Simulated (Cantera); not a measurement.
Input: 1 mol Cu, 0.023 mol O2, 96 mol H2, held at 952 °C and 0.100 bar.

These are equilibrium values from Cantera (NASA tables, ideal gas, pure condensed phases), not measurements of a reactor. Candidate condensed phases: Cu, CuO, Cu(OH)2, Cu2O, H2O; 12 gas species. Equilibrium is a limit: real reactors are often held back by kinetics, nucleation or transport.

Base state: H2 1.000, H2O 0.000479 (mole fractions); condensed: Cu(s).

Task: What changes in the equilibrium state with this change: Cu replaced by Si?

Result: 
```json
[
 {"species": "H2", "before": "1.000", "after": "1.000"},
 {"species": "SiO", "before": "0", "after": "1.09e-5"},
 {"species": "H2O", "before": "0.000479", "after": "8.78e-8"},
 {"species": "Cu(s), mol", "before": "1.000", "after": "0"},
 {"species": "Si(s), mol", "before": "0", "after": "0.976"},
 {"species": "SiO2(β-quartz), mol", "before": "0", "after": "0.0225"}
]
```
Mutual solubility and eutectic melting of coexisting phases are not modelled. The tables hold silica as quartz up to 1696 K and as liquid above; real silica turns to tridymite and cristobalite and melts near 1996 K. Further candidate phases: Si, SiO2.
